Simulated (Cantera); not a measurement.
Charge: 1 mol Fe₂O₃, 0.12 mol SO₃, 3.7 mol CO₂, at 977 °C and 150 Torr.

Cantera equilibrium calculation (NASA polynomials, part measured and part estimated; ideal gas, pure solids and liquids). Candidate condensed phases: C, Fe, Fe(CO)₅, FeO, FeS, FeSO₄, FeS₂, Fe₂O₃, Fe₂(SO₄)₃, Fe₃O₄, S; 25 gas species. Kinetics and transport are ignored.

Base state: CO₂ 0.954, SO₂ 0.0306, O₂ 0.0153, SO₃ 0.000296 (mole fractions); condensed: Fe₂O₃(s).

Problem. What changes in the equilibrium state with this change: temperature from 977 °C to 1275 °C?

Solution. 
```csv
species,before,after
CO₂,0.954,0.914
O₂,0.0153,0.0560
SO₂,0.0306,0.0296
CO,9.30e-7,8.49e-5
SO₃,0.000296,9.22e-5
"Fe₂O₃(s), mol",1.00,0
"Fe₃O₄(s), mol",0,0.667
```

Problem. What changes in the equilibrium state with this change: temperature from 977 °C to 1477 °C?

Solution. 
| species | before | after |
|---|---|---|
| CO₂ | 0.954 | 0.913 |
| O₂ | 0.0153 | 0.0565 |
| SO₂ | 0.0306 | 0.0296 |
| O | 1.92e-8 | 3.97e-5 |
| CO | 9.30e-7 | 0.00104 |
| SO₃ | 0.000296 | 3.96e-5 |
| Fe₂O₃(s), mol | 1.00 | 0 |
| Fe₃O₄(s), mol | 0 | 0.667 |
